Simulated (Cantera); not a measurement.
Charge: 1 mol C2H6, 0.042 mol H2O, equilibrated at 25.0 Pa.

Equilibrium computed with Cantera from the NASA thermochemical tables; the gas is ideal and each condensed phase is pure. Candidate condensed phases: C, C6H6, C7H8, C8H18, H2O; 110 gas species. The numbers say what is thermodynamically allowed, not how fast it happens.

log p: log10 of the partial pressure in bar; n: condensed amount in mol.

```tsv
T (K)	log p H2	log p CH4	log p CO	log p H2O	log p H	log p CO2	n C(graphite)
598	-3.62	-5.24	-6.30	-5.57	<-15	-6.79	1.92
698	-3.61	-6.27	-5.52	-6.47	[?]	-7.40	1.96
798	-3.61	-7.07	-5.47	-7.69	[?]	-8.92	1.96
898	-3.61	-7.71	-5.47	-8.67	[?]	-10.17	1.96
998	-3.61	-8.23	-5.47	-9.46	[?]	-11.16	1.96
1098	-3.61	-8.65	-5.47	-10.11	[?]	-11.98	1.96
1198	-3.61	-9.01	-5.47	-10.65	[?]	-12.65	1.96
1298	-3.61	-9.31	-5.47	-11.11	[?]	-13.21	1.96
1398	-3.61	-9.58	-5.47	-11.50	[?]	-13.69	1.96
1498	-3.61	-9.80	-5.47	-11.84	[?]	-14.11	1.96
1598	-3.61	-10.00	-5.47	-12.13	[?]	-14.47	1.96
```

Question: Some entries are withheld; supply them.

Answer: 
- 698, log p H: -15.45
- 798, log p H: -13.38
- 898, log p H: -11.76
- 998, log p H: -10.47
- 1098, log p H: -9.41
- 1198, log p H: -8.53
- 1298, log p H: -7.77
- 1398, log p H: -7.13
- 1498, log p H: -6.57
- 1598, log p H: -6.08
